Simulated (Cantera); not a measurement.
**Boron, boron nitride and boron oxide: B2O3 + N2 + H2**

Input: 1 mol B2O3, 2.6 mol N2, 1.5 mol H2, equilibrated at 1473 K and 1100 Pa.

Method: chemical equilibrium by Gibbs-energy minimisation in Cantera with the NASA 1993 tables (ideal gas, pure condensed phases). Candidate condensed phases: B, BN, B2O3, B3O3H3, H2O; 39 gas species. N2 is the only nitrogen source here; it is nearly inert below about 1500 K, so the nitride shown seldom forms there in practice. Mutual solubility and eutectic melting of coexisting phases are not modelled. Kinetics and transport are ignored.

The x(N2) comes out as 0.631 and the x(H2) comes out as 0.361. The x(HBO2) is 0.00422 and the x(HBO) is 0.00129. The x(B2O3) is 0.00112. The x(H2O) is 0.000543. The x(H) comes out as 7.25e-5 and the x(B2O2) is 3.71e-5. The x(BO) comes out as 7.04e-6. The n(BN(s)) comes out as 0.00539 mol. The n(B2O3(l)) is 0.981 mol. The gas amount comes out as 4.114 mol, the log10 activity of B(s) (absent) comes out as -3.21 and the log10 activity of B3O3H3(s) (absent) is -12.93.
